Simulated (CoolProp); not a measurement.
Dodecamethylcyclohexasiloxane (D6) along the isobar 6.94 bar: Z from the reference equation and from simpler models built on Tc = 645.8 K, pc = 9.614 bar, ω = 0.736; each cubic takes its own stable root.

Model: reference Helmholtz-energy equation of state, Colonna 2008, in CoolProp. It is a short technical equation, of lower accuracy than the large ones.

```csv
T (K),phase,reference,van der Waals,Redlich-Kwong,Soave-Redlich-Kwong,Peng-Robinson
292.7,liquid,0.1300,0.2350,0.1586,0.1506,0.1345
300.6,liquid,0.1277,0.2302,0.1555,0.1473,0.1315
308.5,liquid,0.1256,0.2256,0.1525,0.1442,0.1287
316.4,liquid,0.1235,0.2213,0.1498,0.1413,0.1261
324.2,liquid,0.1217,0.2174,0.1472,0.1385,0.1236
332.1,liquid,0.1199,0.2135,0.1448,0.1359,0.1213
340,liquid,0.1182,0.2100,0.1425,0.1335,0.1190
347.9,liquid,0.1166,0.2066,0.1403,0.1312,0.1170
```
